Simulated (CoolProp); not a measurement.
Vapour-liquid equilibrium of isopentane (1) + toluene (2) at 285.1 K; x and y are mole fractions of (1).

Values from CoolProp's multi-fluid Helmholtz-energy mixture model, Lemmon 2006 and Lemmon 2006; pair parameters Bell 2016.

```
x      bubble pressure (bar)  y at the bubble point  dew pressure at overall composition x (bar)  liquid density (mol/L)
-----  ---------------------  ---------------------  -------------------------------------------  ----------------------
0.05                 0.05863                  0.697                                      0.01962                   9.457
0.125                 0.1189                  0.861                                      0.02126                   9.408
0.2                   0.1768                  0.914                                      0.02320                   9.356
0.275                 0.2302                  0.939                                      0.02553                   9.302
0.35                  0.2780                  0.954                                      0.02838                   9.246
0.425                 0.3200                  0.963                                      0.03195                   9.189
0.5                   0.3567                  0.970                                      0.03654                   9.129
0.575                 0.3893                  0.975                                      0.04268                   9.068
0.65                  0.4189                  0.980                                      0.05129                   9.006
0.725                 0.4471                  0.983                                      0.06425                   8.942
0.8                   0.4754                  0.987                                      0.08598                   8.877
0.875                 0.5057                  0.991                                       0.1299                   8.813
0.95                  0.5395                  0.996                                       0.2635                   8.748
```

No azeotrope shows between x = 0.05 and 0.95.

The pair parameters rest on a limited set of measurements; away from them the model extrapolates.
